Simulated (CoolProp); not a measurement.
Values from CoolProp's reference Helmholtz-energy equation of state, Lemmon 2006. It is a short technical equation, of lower accuracy than the large ones.

Problem. Give the vapour pressure (MPa), vapour density (kg/m³), enthalpy of vaporisation (kJ/kg), liquid cp (kJ/(kg K)) of saturated C2F6 (R116) at 249.7 K.

Solution. 
```json
[
 {"T (K)": "249.7", "p (MPa)": "0.941", "vapour density (kg/m³)": "80.0", "enthalpy of vaporisation (kJ/kg)": "86.2", "liquid cp (kJ/(kg K))": "1.16"}
]
```
